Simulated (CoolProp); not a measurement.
Properties of diethyl ether along the isobar 81.2 kPa (Tc = 467.9 K, pc = 3717 kPa, ω = 0.282).

The numbers come from the reference Helmholtz-energy equation of state, Thol 2014 in CoolProp.

| T (K) | phase | cv (kJ/(kg K)) | speed of sound (m/s) | Joule-Thomson coefficient (K/MPa) | fugacity coefficient |
|---|---|---|---|---|---|
| 386.4 | gas | 1.808 | 211.9 | 14.86 | 0.9855 |
| 399.9 | gas | 1.848 | 215.7 | 13.14 | 0.9872 |
| 413.4 | gas | 1.887 | 219.5 | 11.71 | 0.9886 |
| 426.8 | gas | 1.927 | 223.1 | 10.52 | 0.9898 |
| 440.3 | gas | 1.966 | 226.7 | 9.508 | 0.9909 |
| 453.7 | gas | 2.004 | 230.2 | 8.647 | 0.9918 |
| 467.2 | gas | 2.043 | 233.6 | 7.898 | 0.9926 |
| 480.7 | gas | 2.081 | 237.0 | 7.248 | 0.9933 |
| 494.1 | gas | 2.118 | 240.3 | 6.683 | 0.9939 |
| 507.6 | gas | 2.155 | 243.6 | 6.182 | 0.9945 |
| 521.1 | gas | 2.192 | 246.8 | 5.739 | 0.9950 |
| 534.5 | gas | 2.228 | 249.9 | 5.348 | 0.9954 |
| 548 | gas | 2.264 | 253.1 | 4.995 | 0.9958 |
